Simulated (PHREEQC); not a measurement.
Buffer (model solution)

Dissolve 0.0046 mol NaHSO4, 0.0016 mol K2HPO4 and 0.0014 mol NaCl per kg of water at 25 °C. Closed to the air; pH follows from the charge balance.

Computed with PHREEQC (ion-association model, phreeqc.dat).

Each row changes one thing in this solution. Precipitation was switched off in this run.

| case | pH | ionic strength (mol/kgw) | HSO4- (mol/kgw) | NaSO4- (mol/kgw) | KSO4- (mol/kgw) | HPO4-2 (mol/kgw) | SI of Sylvite (KCl) | SI of Halite (NaCl) |
|---|---|---|---|---|---|---|---|---|
| as made | 2.71 | 0.0152 | 0.000521 | 7.23e-5 | 5.35e-5 | 5.87e-8 | -6.37 | -6.76 |
| NaCl from 0.0014 to 0.0028 mol/kgw | 2.71 | 0.0166 | 0.000513 | 8.74e-5 | 5.25e-5 | 5.96e-8 | -6.07 | -6.37 |
| NaCl from 0.0014 to 0.0021 mol/kgw | 2.71 | 0.0159 | 0.000517 | 7.99e-5 | 5.30e-5 | 5.92e-8 | -6.19 | -6.54 |
| NaCl replaced by NH4Cl at the same molality | 2.71 | 0.0151 | 0.000518 | 5.51e-5 | 5.33e-5 | 5.86e-8 | -6.37 | -6.87 |
| temperature from 25 to 65 °C | 2.82 | 0.0142 | 0.000947 | 7.79e-5 | 8.45e-5 | 9.05e-8 | -6.55 | -6.79 |

At this temperature some constants are extrapolated from 25 °C, and those without enthalpy data are left unchanged.
